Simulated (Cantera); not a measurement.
Cantera run:

```python
import numpy as np
import cantera as ct

gas_names = [...]  # 84 gases of nasa_gas.yaml made of C, Fe, H, S
cond_names = """
    C(gr) C6H6(L) C7H8(L) C8H18(L),n-octa Fe(a) Fe(c) Fe(d) Fe(L) FeS(a) FeS(b) FeS(c) FeS(L) FeS2(s)
    S(cr1) S(cr2) S(L)
""".split()


# ... load() reads the species with a 1 bar reference pressure and builds the phases ...
atoms = {
    'FeS2': {'Fe': 1, 'S': 2},
    'H2': {'H': 2},
    'CH4': {'C': 1, 'H': 4},
}
top_T = {'C(gr)': 4500, 'FeS2(s)': 1010}  # K; cautious upper limits of use, not melting points


# ... equilibrate(T, P, feed) seeds the gas with the atoms and calls Mixture.equilibrate('TP', solver="vcs", rtol=1e-11, max_steps=5000) ...
results = []
feed = {'FeS2': 1, 'H2': 270, 'CH4': 0.0025}  # mol
P = 5100  # Pa
for T in [998, 1048, 1098, 1148, 1198, 1248, 1298, 1348]:
    mix = equilibrate(T, P, feed)
    results.append((T, P, feed, dict(zip(mix.species_names, mix.species_moles))))

top = {s: max(r[3][s] / sum(r[3][g] for g in gas_names) for r in results) for s in gas_names}
cols = sorted((s for s in top if top[s] > 1e-05), key=lambda s: -top[s])[:7]
seen = [c for c in cond_names if any(r[3].get(c, 0) > 1e-12 for r in results)]
print("log10 of partial pressures in bar; condensed amounts in mol")
print(f"{'T/K':>10s}" + "".join(f"{s[:9]:>10s}" for s in cols + seen))
for T, P, feed, n in results:
    ng = sum(n[g] for g in gas_names)
    print(f"{T:10.4g}" + "".join(f"{np.log10(max(n[s] / ng * P / 1e5, 1e-99)):10.3f}" for s in cols)
          + "".join(f"{n.get(c, 0):10.4g}" for c in seen))
```

Result:

```
log10 of partial pressures in bar; condensed amounts in mol
       T/K        H2       H2S        SH        S2         H     Fe(c)    FeS(c)
       998    -1.294    -3.724    -8.313    -9.144    -9.314         0         1
      1048    -1.294    -3.724    -7.903    -8.695    -8.759         0         1
      1098    -1.294    -3.724    -7.529    -8.286    -8.254         0         1
      1148    -1.294    -3.724    -7.188    -7.913    -7.792         0         1
      1198    -1.294    -3.673    -6.824    -7.468    -7.368    0.1248    0.8752
      1248    -1.295    -3.556    -6.418    -6.916    -6.978    0.4765    0.5235
      1298    -1.295    -3.448    -6.045    -6.408    -6.618    0.8954    0.1046
      1348    -1.296    -3.427    -5.777    -6.094    -6.284         1         0
```

These are equilibrium values from Cantera (NASA tables, ideal gas, pure condensed phases), not measurements of a reactor. Metal and sulfide melt together well below either melting point, which pure phases cannot show. Mutual solubility and eutectic melting of coexisting phases are not modelled. FeS: taken at fixed stoichiometry.
